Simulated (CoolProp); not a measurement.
Vapour-liquid equilibrium of R1234yf (1) + R1234ze(E) (2) at 0.249 MPa; x and y are mole fractions of (1).

Model: multi-fluid Helmholtz-energy mixture model, Lemmon 2022 and Thol 2016; pair parameters Bell 2022, in CoolProp.

| x | bubble temperature (K) | y at the bubble point | dew temperature at overall composition x (K) | liquid density (mol/L) |
|---|---|---|---|---|
| 0.05 | 276.3 | 0.072 | 276.5 | 10.77 |
| 0.125 | 275.3 | 0.172 | 275.7 | 10.75 |
| 0.2 | 274.3 | 0.265 | 275.0 | 10.74 |
| 0.275 | 273.4 | 0.352 | 274.2 | 10.72 |
| 0.35 | 272.6 | 0.433 | 273.4 | 10.70 |
| 0.425 | 271.8 | 0.511 | 272.7 | 10.68 |
| 0.5 | 271.0 | 0.584 | 271.9 | 10.66 |
| 0.575 | 270.3 | 0.654 | 271.1 | 10.64 |
| 0.65 | 269.5 | 0.722 | 270.3 | 10.61 |
| 0.725 | 268.8 | 0.786 | 269.5 | 10.59 |
| 0.8 | 268.1 | 0.848 | 268.7 | 10.57 |
| 0.875 | 267.4 | 0.907 | 267.8 | 10.54 |
| 0.95 | 266.8 | 0.964 | 266.9 | 10.52 |

No azeotrope shows between x = 0.05 and 0.95.

Pair parameters are fitted to limited data, so mixtures are less certain than the pure fluids.
